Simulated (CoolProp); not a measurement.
Properties of oxygen along the isotherm 150.8 K (Tc = 154.6 K, pc = 5.046 MPa, ω = 0.022).

The numbers come from the reference Helmholtz-energy equation of state, Schmidt 1985 in CoolProp.

| p (MPa) | phase | speed of sound (m/s) | isothermal compressibility (1/MPa) | viscosity (µPa s) | conductivity (mW/(m K)) |
|---|---|---|---|---|---|
| 1.94 | gas | 215.6 | 0.6249 | 12.0 | 16.1 |
| 3.88 | gas | 187.8 | 0.5620 | 13.5 | [?] |
| 5.82 | liquid | 354.9 | [?] | 49.2 | 68.3 |
| 7.76 | liquid | 417.6 | 0.02285 | 55.0 | 73.3 |
| 9.7 | liquid | 461.7 | 0.01620 | [?] | 77.4 |
| 11.6 | liquid | 496.2 | 0.01275 | 63.1 | 80.8 |
| 13.6 | liquid | 526.8 | [?] | 66.6 | 84.1 |
| 15.5 | liquid | 552.1 | 0.008999 | 69.7 | [?] |
| 17.5 | liquid | [?] | 0.007858 | 72.7 | 89.8 |
| 19.4 | liquid | 596.4 | 0.007028 | 75.4 | 92.3 |
| 21.4 | liquid | 616.1 | 0.006334 | 78.1 | 94.9 |
| 23.3 | liquid | [?] | 0.005799 | 80.6 | 97.2 |
| 25.2 | liquid | 649.9 | 0.005351 | 83.0 | 99.4 |

Problem. What belongs in the gaps?

Solution. 
- 3.88, conductivity (mW/(m K)): 22.9
- 5.82, isothermal compressibility (1/MPa): 0.04114
- 9.7, viscosity (µPa s): 59.4
- 13.6, isothermal compressibility (1/MPa): 0.01048
- 15.5, conductivity (mW/(m K)): 87.0
- 17.5, speed of sound (m/s): 575.9
- 23.3, speed of sound (m/s): 633.6

Viscosity comes from a separate model (Lemmon 2004). Thermal conductivity comes from a separate model (Lemmon 2004).
